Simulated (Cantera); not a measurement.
Input (Python, Cantera):

```python
import numpy as np
import cantera as ct

gas = ct.Solution("gri30.yaml")
gas.TPX = 1675, 29000, {'CH4': 0.023, 'H2': 1, 'CO2': 0.0098}
reactor = ct.IdealGasConstPressureReactor(gas, energy="off", clone=False)
net = ct.ReactorNet([reactor])
net.rtol, net.atol = 1e-08, 1e-18
show = ['CH4', 'H2', 'CO2', 'C2H2', 'C2H4', 'O2']
times = np.geomspace(2e-05, 100, 10)

steps = ct.SolutionArray(gas, extra=["t"])
rows = []
print(f"{'t/s':>10s}{'T/K':>9s}{'P/Pa':>11s}" + "".join(f"{s:>11s}" for s in show))
for t in times:
    while net.time < t:
        t_next = net.step()
        steps.append(gas.state, t=t_next)
    rows.append([np.interp(t, steps.t, y) for y in (steps.T, steps.P, *steps(*show).X.T)])
    print(f"{t:10.3e}{rows[-1][0]:9.1f}{rows[-1][1]:11.4g}" + "".join(f"{x:11.3e}" for x in rows[-1][2:]))
rate = np.gradient(steps.T, steps.t)
print("integrator steps:", len(steps.t))
if steps.T.max() > steps.T[0] + 200:
    print(f"time of steepest temperature rise: {steps.t[rate.argmax()]:.4e} s")
gas.TPX = 1675, 29000, {'CH4': 0.023, 'H2': 1, 'CO2': 0.0098}
gas.equilibrate("TP")
print(f"equilibrium (TP): T = {gas.T:.1f} K  " + "  ".join(f"{s} {gas[s].X[0]:.3e}" for s in show))
```

Result:

```
       t/s      T/K       P/Pa        CH4         H2        CO2       C2H2       C2H4         O2
 2.000e-05   1675.0    2.9e+04  2.227e-02  9.682e-01  9.489e-03  3.637e-15  6.851e-12  5.449e-20
 1.110e-04   1675.0    2.9e+04  2.226e-02  9.682e-01  9.488e-03  4.399e-12  1.208e-09  3.924e-18
 6.162e-04   1675.0    2.9e+04  2.224e-02  9.681e-01  9.461e-03  9.152e-09  2.288e-07  1.996e-16
 3.420e-03   1675.0    2.9e+04  2.212e-02  9.675e-01  8.905e-03  1.139e-05  1.412e-05  6.197e-15
 1.898e-02   1675.0    2.9e+04  2.162e-02  9.645e-01  5.693e-03  2.433e-04  2.473e-05  2.696e-14
 1.054e-01   1675.0    2.9e+04  1.920e-02  9.606e-01  4.901e-04  1.413e-03  3.958e-05  6.746e-14
 5.848e-01   1675.0    2.9e+04  1.191e-02  9.641e-01  2.746e-05  4.911e-03  8.695e-05  6.922e-14
 3.246e+00   1675.0    2.9e+04  5.048e-03  9.680e-01  2.679e-05  7.928e-03  1.315e-04  5.976e-14
 1.802e+01   1675.0    2.9e+04  3.926e-03  9.701e-01  2.302e-05  7.087e-03  1.175e-04  2.764e-14
 1.000e+02   1675.0    2.9e+04  3.165e-03  9.729e-01  6.046e-06  5.111e-03  8.491e-05  1.047e-15
integrator steps: 940
equilibrium (TP): T = 1675.0 K  CH4 2.975e-03  H2 9.736e-01  CO2 1.805e-09  C2H2 4.641e-03  C2H4 7.714e-05  O2 8.733e-23
```

Model: GRI-Mech 3.0 (53 species, 325 reactions), integrated in Cantera. GRI-Mech 3.0 stops at C3 and has no aromatics, soot or wall deposition, so with more carbon than oxygen in the feed, carbon stays in small species such as C2H2 where larger ones or solid carbon would form.
